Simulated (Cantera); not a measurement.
What does this Cantera script print?

```python
import numpy as np
import cantera as ct

gas_names = """
    B BF BF2 BF3 BN BO BOF BOF2 BO2 B2 B2O B2O2 B2O3 B3O3F3 F FO FO2 F2 F2O N NF NF2 NF3 NO NO2 NO3 N2
    N2O O O2 O3
""".split()
cond_names = """
    B(b) B(L) BN(s) B2O3(L)
""".split()


# ... load() reads the species with a 1 bar reference pressure and builds the phases ...
atoms = {
    'B2O3': {'B': 2, 'O': 3},
    'F2': {'F': 2},
    'N2': {'N': 2},
}
top_T = {'BN(s)': 3200}  # K; cautious upper limits of use, not melting points


# ... equilibrate(T, P, feed) seeds the gas with the atoms and calls Mixture.equilibrate('TP', solver="vcs", rtol=1e-11, max_steps=5000) ...
results = []
T = 1675  # K
P = 190  # Pa
for m in [0.72, 1.2, 2.1, 3.6, 6.3, 11, 18]:
    feed = {'B2O3': 1, 'F2': 0.68, 'N2': m}  # mol
    mix = equilibrate(T, P, feed)
    results.append((T, P, feed, dict(zip(mix.species_names, mix.species_moles))))

top = {s: max(r[3][s] / sum(r[3][g] for g in gas_names) for r in results) for s in gas_names}
cols = sorted((s for s in top if top[s] > 0.001), key=lambda s: -top[s])[:9]
seen = [c for c in cond_names if any(r[3].get(c, 0) > 1e-12 for r in results)]
print("log10 of partial pressures in bar; condensed amounts in mol")
print(f"{'n(N2)':>10s}" + "".join(f"{s[:9]:>10s}" for s in cols + seen))
for T, P, feed, n in results:
    ng = sum(n[g] for g in gas_names)
    print(f"{feed['N2']:10.4g}" + "".join(f"{np.log10(max(n[s] / ng * P / 1e5, 1e-99)):10.3f}" for s in cols)
          + "".join(f"{n.get(c, 0):10.4g}" for c in seen))
```

It prints:

```
log10 of partial pressures in bar; condensed amounts in mol
     n(N2)        N2       BOF        O2      B2O3       BO2        NO
      0.72    -3.303    -3.026    -3.637    -3.668    -4.878    -5.659
       1.2    -3.151    -3.096    -3.708    -3.738    -4.931    -5.618
       2.1    -3.015    -3.203    -3.816    -3.846    -5.012    -5.604
       3.6    -2.916    -3.338    -3.953    -3.982    -5.114    -5.623
       6.3    -2.843    -3.508    -4.125    -4.154    -5.243    -5.673
        11    -2.795    -3.703    -4.323    -4.350    -5.391    -5.748
        18    -2.768    -3.889    -4.513    -4.539    -5.533    -5.829
```

Method: chemical equilibrium by Gibbs-energy minimisation in Cantera with the NASA 1993 tables (ideal gas, pure condensed phases).
